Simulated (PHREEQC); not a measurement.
Dissolve 0.0068 mol/kgw H3BO3, 0.00022 mol/kgw Na2B4O7 and 5.4e-05 mol/kgw KCl at 72 °C and 10 atm. Closed to the air; pH follows from the charge balance.

Computed with PHREEQC (Pitzer model, pitzer.dat).

Each row changes one thing in this solution. This is a speciation only: nothing precipitates in the calculation.

```tsv
case	pH	ionic strength (mol/kgw)	B(OH)3 (mol/kgw)	B(OH)4- (mol/kgw)	B3O3(OH)4- (mol/kgw)	SI of Halite (NaCl)
as made	7.98	0.000494	0.00726	0.000421	1.15e-6	-9.27
temperature from 72 to 30 °C	8.00	0.000494	0.00724	0.000437	1.19e-6	-9.24
Na2B4O7 from 0.00022 to 0.00011 mol/kgw	7.70	0.000274	0.00703	0.000210	5.41e-7	-9.56
H3BO3 left out	8.91	0.000494	0.000590	0.000290	5.24e-9	-9.27
temperature from 72 to 90 °C	7.96	0.000494	0.00728	0.000402	1.11e-6	-9.25
```

Species that the database lacks are ignored. Away from 25 °C the constants follow the database's enthalpies or fits; those with neither stay at their 25 °C values.
